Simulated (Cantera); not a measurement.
Input: 1 mol Si3N4, 1.1 mol O2, equilibrated at 750 Torr.

Method: chemical equilibrium by Gibbs-energy minimisation in Cantera with the NASA 1993 tables (ideal gas, pure condensed phases). Candidate condensed phases: Si, SiO2, Si2N2O, Si3N4; 16 gas species. Mutual solubility and eutectic melting of coexisting phases are not modelled. The tables hold silica as quartz up to 1696 K and as liquid above; real silica turns to tridymite and cristobalite and melts near 1996 K. Rates play no part. All values below are at 1548 K.

Base state: N2 1.000 (mole fractions); condensed: SiO2(β-quartz) + Si2N2O(s).

Task: What changes in the equilibrium state with this change: 0.5 mol CO2 added?

Result: 
```tsv
species	before	after
N2	1.000	0.643
CO	0	0.357
CO2	0	9.39e-5
SiO2(β-quartz), mol	0.467	0.800
Si2N2O(s), mol	1.27	1.10
```
Further candidate phases: C, SiC.
